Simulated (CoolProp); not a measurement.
Nitrous oxide along the isobar 20300 kPa: fugacity coefficient from the reference equation and from simpler models built on Tc = 36.4 °C, pc = 7245 kPa, ω = 0.161; each cubic takes its own stable root.

Computed with CoolProp (reference Helmholtz-energy equation of state, Lemmon 2006). It is a short technical equation, of lower accuracy than the large ones.

```csv
T (°C),phase,reference,Redlich-Kwong,Soave-Redlich-Kwong,Peng-Robinson
-10.45,liquid,0.1358,0.1573,0.1427,0.1334
-3.25,liquid,0.1590,0.1811,0.1673,0.1563
3.95,liquid,0.1840,0.2063,0.1938,?
11.25,liquid,0.2109,0.2331,0.2225,0.2078
18.45,liquid,0.2390,0.2604,0.2523,0.2356
25.65,liquid,0.2683,?,0.2833,0.2646
32.85,liquid,0.2986,0.3171,0.3153,0.2946
40.05,supercritical,0.3296,0.3461,0.3480,0.3252
47.25,supercritical,0.3611,?,0.3811,?
54.45,supercritical,0.3927,0.4040,0.4142,0.3873
61.75,supercritical,0.4247,0.4329,0.4475,0.4186
68.95,supercritical,0.4558,0.4609,0.4796,0.4489
76.15,supercritical,0.4862,0.4881,0.5109,?
83.35,supercritical,0.5156,0.5145,0.5410,0.5068
90.55,supercritical,0.5438,0.5398,?,0.5340
97.75,supercritical,0.5706,0.5640,0.5973,0.5600
```

Some entries are withheld; supply them.


- 3.95, Peng-Robinson: 0.1810
- 25.65, Redlich-Kwong: 0.2885
- 47.25, Redlich-Kwong: 0.3751
- 47.25, Peng-Robinson: 0.3563
- 76.15, Peng-Robinson: 0.4783
- 90.55, Soave-Redlich-Kwong: 0.5699
